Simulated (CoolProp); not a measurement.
CH3F (R41) along the isotherm 425 K: fugacity coefficient from the reference equation and from simpler models built on Tc = 317.3 K, pc = 59.06 bar, ω = 0.200; each cubic takes its own stable root.

Model: reference Helmholtz-energy equation of state, Lemmon 2006, in CoolProp. It is a short technical equation, of lower accuracy than the large ones.

```json
[
 {"p (bar)": "49.2", "phase": "gas", "reference": "0.8851", "Redlich-Kwong": "0.8886", "Soave-Redlich-Kwong": "0.9073"},
 {"p (bar)": "98.4", "phase": "supercritical", "reference": "0.7863", "Redlich-Kwong": "0.7908", "Soave-Redlich-Kwong": "0.8273"},
 {"p (bar)": "148", "phase": "supercritical", "reference": "0.7032", "Redlich-Kwong": "0.7098", "Soave-Redlich-Kwong": "0.7617"},
 {"p (bar)": "197", "phase": "supercritical", "reference": "0.6383", "Redlich-Kwong": "0.6506", "Soave-Redlich-Kwong": "0.7132"},
 {"p (bar)": "246", "phase": "supercritical", "reference": "0.5897", "Redlich-Kwong": "0.6099", "Soave-Redlich-Kwong": "0.6794"},
 {"p (bar)": "295", "phase": "supercritical", "reference": "0.5546", "Redlich-Kwong": "0.5829", "Soave-Redlich-Kwong": "0.6572"},
 {"p (bar)": "345", "phase": "supercritical", "reference": "0.5290", "Redlich-Kwong": "0.5654", "Soave-Redlich-Kwong": "0.6435"},
 {"p (bar)": "394", "phase": "supercritical", "reference": "0.5114", "Redlich-Kwong": "0.5553", "Soave-Redlich-Kwong": "0.6367"},
 {"p (bar)": "443", "phase": "supercritical", "reference": "0.4992", "Redlich-Kwong": "0.5504", "Soave-Redlich-Kwong": "0.6351"},
 {"p (bar)": "492", "phase": "supercritical", "reference": "0.4913", "Redlich-Kwong": "0.5497", "Soave-Redlich-Kwong": "0.6377"},
 {"p (bar)": "541", "phase": "supercritical", "reference": "0.4866", "Redlich-Kwong": "0.5524", "Soave-Redlich-Kwong": "0.6437"},
 {"p (bar)": "591", "phase": "supercritical", "reference": "0.4846", "Redlich-Kwong": "0.5580", "Soave-Redlich-Kwong": "0.6529"}
]
```
